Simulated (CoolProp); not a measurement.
Saturation properties of CH3F (R41) (Tc = 317.3 K, pc = 5.906 MPa, ω = 0.200).

Model: reference Helmholtz-energy equation of state, Lemmon 2006, in CoolProp. It is a short technical equation, of lower accuracy than the large ones.

| T (K) | p (MPa) | liquid density (kg/m³) | vapour density (kg/m³) | enthalpy of vaporisation (kJ/kg) |
|---|---|---|---|---|
| 162.9 | 0.01179 | 944.6 | 0.2998 | 528.5 |
| 165.6 | 0.01468 | 939.4 | 0.3676 | 525.3 |
| 168.2 | 0.01798 | 934.4 | 0.4441 | 522.1 |
| 170.8 | 0.02187 | 929.4 | 0.5331 | 518.9 |
| 173.5 | 0.02662 | 924.1 | 0.6402 | ___ |
| 176.1 | 0.03196 | 919.0 | ___ | 512.3 |
| 178.7 | ___ | 913.9 | 0.8948 | 509.0 |
| 181.4 | ___ | 908.5 | 1.056 | 505.6 |
| 184 | 0.05375 | 903.3 | 1.231 | 502.2 |
| 186.6 | ___ | 898.0 | 1.430 | 498.8 |
| 189.3 | 0.07413 | 892.5 | 1.661 | 495.2 |
| 191.9 | 0.08616 | 887.2 | 1.912 | 491.6 |
| 194.5 | 0.09969 | 881.8 | 2.191 | 488.1 |

Question: What belongs in the gaps?

Answer: 
- 173.5, enthalpy of vaporisation (kJ/kg): 515.6
- 176.1, vapour density (kg/m³): 0.7590
- 178.7, p (MPa): 0.03815
- 181.4, p (MPa): 0.04556
- 186.6, p (MPa): 0.06309

It boils at 194.8 K under 1 atm.
